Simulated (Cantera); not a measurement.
Cantera run:

```python
import numpy as np
import cantera as ct

gas_names = [...]  # 136 gases of nasa_gas.yaml made of C, H, N, O
cond_names = """
    C(gr) C6H6(L) C7H8(L) C8H18(L),n-octa H2O(s) H2O(L)
""".split()


# ... load() reads the species with a 1 bar reference pressure and builds the phases ...
atoms = {
    'CO': {'C': 1, 'O': 1},
    'H2': {'H': 2},
    'N2': {'N': 2},
    'CO2': {'C': 1, 'O': 2},
}
top_T = {'C(gr)': 4500}  # K; cautious upper limits of use, not melting points


# ... equilibrate(T, P, feed) seeds the gas with the atoms and calls Mixture.equilibrate('TP', solver="vcs", rtol=1e-11, max_steps=5000) ...
results = []
feed = {'CO': 1, 'H2': 1.4, 'N2': 1.4, 'CO2': 0.081}  # mol
P = 4500  # Pa
for T in [1975, 2050, 2125, 2200, 2275, 2350, 2425, 2500, 2575, 2650, 2725, 2800]:
    mix = equilibrate(T, P, feed)
    results.append((T, P, feed, dict(zip(mix.species_names, mix.species_moles))))

top = {s: max(r[3][s] / sum(r[3][g] for g in gas_names) for r in results) for s in gas_names}
cols = sorted((s for s in top if top[s] > 0.0001), key=lambda s: -top[s])[:6]
seen = [c for c in cond_names if any(r[3].get(c, 0) > 1e-12 for r in results)]
print("log10 of partial pressures in bar; condensed amounts in mol")
print(f"{'T/K':>10s}" + "".join(f"{s[:9]:>10s}" for s in cols + seen))
for T, P, feed, n in results:
    ng = sum(n[g] for g in gas_names)
    print(f"{T:10.4g}" + "".join(f"{np.log10(max(n[s] / ng * P / 1e5, 1e-99)):10.3f}" for s in cols)
          + "".join(f"{n.get(c, 0):10.4g}" for c in seen))
```

Output:

```
log10 of partial pressures in bar; condensed amounts in mol
       T/K        N2        H2        CO         H       H2O       CO2
      1975    -1.790    -1.815    -1.908    -3.771    -3.100    -3.846
      2050    -1.791    -1.817    -1.908    -3.553    -3.098    -3.867
      2125    -1.792    -1.820    -1.909    -3.350    -3.096    -3.886
      2200    -1.793    -1.825    -1.910    -3.162    -3.096    -3.903
      2275    -1.795    -1.832    -1.911    -2.987    -3.098    -3.919
      2350    -1.797    -1.841    -1.913    -2.825    -3.102    -3.934
      2425    -1.800    -1.854    -1.916    -2.674    -3.109    -3.948
      2500    -1.804    -1.871    -1.920    -2.535    -3.120    -3.962
      2575    -1.809    -1.893    -1.925    -2.407    -3.138    -3.977
      2650    -1.816    -1.921    -1.932    -2.290    -3.164    -3.995
      2725    -1.824    -1.956    -1.939    -2.183    -3.202    -4.017
      2800    -1.833    -2.000    -1.948    -2.087    -3.257    -4.049
```

These are equilibrium values from Cantera (NASA tables, ideal gas, pure condensed phases), not measurements of a reactor.
